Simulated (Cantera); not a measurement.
A perfectly stirred reactor is fed with N2O : N2 = 1 : 0.1 (molar parts), at 0.987 atm; it is held at 1450 K, and followed from long to short residence time.

Model: GRI-Mech 3.0 (53 species, 325 reactions), integrated in Cantera. GRI-Mech 3.0 was tuned for natural gas; its chemistry of N2O as a main component is partial and can be far from experiment. The temperature is held fixed by assumption; the heat of reaction is taken as removed at once.

What does this change do: pressure from 0.987 atm to 0.148 atm?


```json
[
 {"quantity": "x(N2O) at τ = 11.0 s", "before": "0.00351", "after": "0.0165"},
 {"quantity": "x(N2) at τ = 11.0 s", "before": "0.672", "after": "0.633"},
 {"quantity": "x(NO) at τ = 11.0 s", "before": "0.0265", "after": "0.0881"},
 {"quantity": "x(O) at τ = 11.0 s", "before": "4.46e-6", "after": "2.08e-5"},
 {"quantity": "x(NO2) at τ = 11.0 s", "before": "0.000194", "after": "0.000120"},
 {"quantity": "x(N2O) at τ = 0.220 s", "before": "0.113", "after": "0.374"},
 {"quantity": "x(N2) at τ = 0.220 s", "before": "0.572", "after": "0.402"},
 {"quantity": "x(NO) at τ = 0.220 s", "before": "0.0810", "after": "0.0799"},
 {"quantity": "x(O) at τ = 0.220 s", "before": "2.10e-5", "after": "4.16e-5"},
 {"quantity": "x(NO2) at τ = 0.220 s", "before": "0.000578", "after": "9.01e-5"}
]
```

What does this change do: temperature 1450 to 1025 K?


```json
[
 {"quantity": "x(N2O) at τ = 11.0 s", "before": "0.00351", "after": "0.771"},
 {"quantity": "x(N2) at τ = 11.0 s", "before": "0.672", "after": "0.179"},
 {"quantity": "x(NO) at τ = 11.0 s", "before": "0.0265", "after": "0.00410"},
 {"quantity": "x(O) at τ = 11.0 s", "before": "4.46e-6", "after": "6.23e-8"},
 {"quantity": "x(NO2) at τ = 11.0 s", "before": "0.000194", "after": "6.44e-5"},
 {"quantity": "x(N2O) at τ = 0.220 s", "before": "0.113", "after": "0.906"},
 {"quantity": "x(N2) at τ = 0.220 s", "before": "0.572", "after": "0.0931"},
 {"quantity": "x(NO) at τ = 0.220 s", "before": "0.0810", "after": "0.000107"},
 {"quantity": "x(O) at τ = 0.220 s", "before": "2.10e-5", "after": "6.85e-8"},
 {"quantity": "x(NO2) at τ = 0.220 s", "before": "0.000578", "after": "7.53e-7"}
]
```
The mechanism lacks the step 2 NO + O2 → 2 NO2, which can matter for NO2 below about 1400 K.
